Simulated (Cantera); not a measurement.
A freely propagating, adiabatic, planar premixed flame of H2 : O2 : N2 = 1 : 0.417 : 1.57 (molar parts), unburnt at 573 K and 10.0 bar; mixture-averaged transport, grid criteria slope 0.08 and curve 0.16, no radiation.

Detailed kinetics in Cantera: the H2/O2 subset of GRI-Mech 3.0, which has no nitrogen chemistry. The hydrogen kinetics of GRI-Mech 3.0 are dated; newer H2 mechanisms differ, most at raised pressure. Burning velocities carry a grid error of a few per cent, more on coarse grids.

x: mole fraction of selected species; z is measured from the peak of heat release.

| z (mm) | T (K) | u (m/s) | x H2 | x O2 | x H2O | x H2O2 | x H | x HO2 |
|---|---|---|---|---|---|---|---|---|
| -0.0721 | 573 | 6.83 | 0.335 | 0.140 | <1e-8 | <1e-8 | <1e-8 | <1e-8 |
| -0.0481 | 573 | 6.83 | 0.335 | 0.140 | 1.03e-7 | <1e-8 | <1e-8 | <1e-8 |
| -0.0361 | 573 | 6.83 | 0.334 | 0.140 | 7.34e-7 | <1e-8 | <1e-8 | 7.44e-8 |
| -0.0240 | 575 | 6.83 | 0.333 | 0.140 | 2.42e-5 | 1.31e-7 | <1e-8 | 3.56e-6 |
| -0.0120 | 639 | 7.41 | 0.312 | 0.142 | 0.00323 | 2.76e-5 | 3.74e-5 | 0.000645 |
| -0.00601 | 968 | 10.8 | 0.263 | 0.133 | 0.0364 | 0.000126 | 0.00263 | 0.00129 |
| 0 | 1456 | 15.7 | 0.185 | 0.0965 | 0.120 | 3.53e-5 | 0.0155 | 0.000615 |
| 0.00601 | 1800 | 19.2 | 0.119 | 0.0511 | 0.203 | 5.65e-6 | 0.0288 | 0.000275 |
| 0.0120 | 1989 | 21.1 | 0.0873 | 0.0258 | 0.248 | 3.64e-6 | 0.0324 | 0.000122 |
| 0.0240 | 2173 | 22.9 | 0.0712 | 0.0107 | 0.277 | 2.18e-6 | 0.0277 | 4.31e-5 |
| 0.0481 | 2330 | 24.3 | 0.0671 | … | 0.292 | … | … | … |
| 0.0961 | 2449 | 25.4 | 0.0643 | 0.00307 | 0.304 | 9.19e-7 | 0.0118 | 8.54e-6 |
| 0.192 | 2527 | 26.0 | 0.0619 | … | 0.313 | … | … | … |

Some entries are withheld; supply them.


- 0.0481, x O2: 0.00569
- 0.0481, x H2O2: 1.40e-6
- 0.0481, x H: 0.0189
- 0.0481, x HO2: 1.92e-5
- 0.192, x O2: 0.00148
- 0.192, x H2O2: 5.51e-7
- 0.192, x H: 0.00728
- 0.192, x HO2: 3.36e-6
